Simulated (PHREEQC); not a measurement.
A solution holds 0.003 mol NaHCO3, 0.00017 mol Na2SO4 and 0.0012 mol KCl per kg of water, at 25 °C. Closed to the air; pH follows from the charge balance.

Computed with PHREEQC (ion-association model, phreeqc.dat).

```
Property                        Value
--------------------  ---------------
pH                               8.26
ionic strength        0.00473 mol/kgw
specific conductance        481 µS/cm
total alkalinity          3.00 meq/kg
```

```json
[
 {"species": "Na+", "molality": "0.00333", "activity": "0.00310", "log γ": "-0.032"},
 {"species": "HCO3-", "molality": "0.00293", "activity": "0.00273", "log γ": "-0.031"},
 {"species": "Cl-", "molality": "0.00120", "activity": "0.00111", "log γ": "-0.032"},
 {"species": "K+", "molality": "0.00120", "activity": "0.00111", "log γ": "-0.032"},
 {"species": "SO4-2", "molality": "0.000167", "activity": "0.000125", "log γ": "-0.126"},
 {"species": "CO2", "molality": "3.40e-5", "activity": "3.41e-5", "log γ": "0.000"},
 {"species": "CO3-2", "molality": "3.07e-5", "activity": "2.30e-5", "log γ": "-0.125"},
 {"species": "NaHCO3", "molality": "4.74e-6", "activity": "4.75e-6", "log γ": "0.000"},
 {"species": "NaSO4-", "molality": "2.08e-6", "activity": "1.94e-6", "log γ": "-0.031"},
 {"species": "OH-", "molality": "1.96e-6", "activity": "1.82e-6", "log γ": "-0.033"},
 {"species": "NaCO3-", "molality": "1.43e-6", "activity": "1.33e-6", "log γ": "-0.032"},
 {"species": "KSO4-", "molality": "1.05e-6", "activity": "9.76e-7", "log γ": "-0.031"}
]
```

No solid was allowed to form.
